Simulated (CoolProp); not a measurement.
Aqueous propylene glycol as a coolant, 13 % by mass, freezing at -4.0 °C, 1 atm.

Model: Melinder's fits for secondary coolants, in CoolProp.

```
T (°C)  viscosity (mPa s)  density (kg/m³)  conductivity (W/(m K))  Prandtl number
------  -----------------  ---------------  ----------------------  --------------
0.2                  3.10             1012                   0.502            24.8
6.5                  2.45             1012                     ___             ___
12.8                 1.98              ___                     ___            15.4
19.1                  ___             1009                   0.527             ___
25.4                 1.36             1007                   0.535            10.4
31.7                 1.16              ___                   0.542            8.71
38                   1.00             1002                     ___            7.45
```

Task: Some entries are withheld; supply them.

Result: 
- 6.5, conductivity (W/(m K)): 0.511
- 6.5, Prandtl number: 19.3
- 12.8, density (kg/m³): 1010
- 12.8, conductivity (W/(m K)): 0.519
- 19.1, viscosity (mPa s): 1.63
- 19.1, Prandtl number: 12.5
- 31.7, density (kg/m³): 1005
- 38, conductivity (W/(m K)): 0.549
